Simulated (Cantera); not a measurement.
A counterflow diffusion flame at 0.306 atm, nozzles 20 mm apart: fuel side 100 % C3H8 at 475 K, oxidiser side 25.0 % O2, 75.0 % N2 at 398 K, fuel mass flux 1.1 times the oxidiser's; mixture-averaged transport, no radiation.

Cantera simulation using GRI-Mech 3.0 (53 species, 325 reactions); the numbers are that mechanism's predictions, not measurements. GRI-Mech 3.0 was tuned for natural gas; its chemistry of propane as a main component is partial and can be far from experiment. GRI-Mech 3.0 has no aromatics or soot, which form on the fuel side of real flames. The maximum strain rate includes the flame's own expansion and is several times the mean.

x: mole fraction; the columns are a selection and need not sum to one.

| oxidiser flux (kg/m²/s) | max strain (1/s) | mean strain (1/s) | T max (K) | peak x OH | peak x H | peak x NO | peak x CO | peak x C2H2 |
|---|---|---|---|---|---|---|---|---|
| 0.077 | 204 | 26.4 | 2080 | 0.0109 | 0.00938 | 0.000280 | 0.0944 | 0.0474 |
| 0.1 | 254 | 34.3 | 2065 | 0.0106 | 0.00962 | 0.000260 | 0.0933 | 0.0461 |
| 0.13 | 316 | 44.6 | 2048 | 0.0103 | 0.00982 | 0.000237 | 0.0923 | 0.0446 |
| 0.17 | 396 | 58.3 | 2031 | 0.0100 | 0.0100 | 0.000214 | 0.0914 | 0.0430 |
| 0.22 | [?] | 75.4 | 2015 | 0.00973 | 0.0102 | [?] | 0.0909 | 0.0413 |
| 0.29 | 626 | 99.4 | 1998 | 0.00940 | 0.0103 | 0.000165 | 0.0908 | 0.0394 |
| 0.37 | 773 | 127 | 1978 | 0.00899 | 0.0103 | 0.000141 | 0.0908 | 0.0372 |
| 0.48 | [?] | 165 | 1954 | 0.00850 | 0.0102 | [?] | 0.0913 | 0.0345 |

**Question.** Complete the blanks.

**Answer.** 
- 0.22, max strain (1/s): 494
- 0.22, peak x NO: 0.000190
- 0.48, max strain (1/s): 970
- 0.48, peak x NO: 0.000114
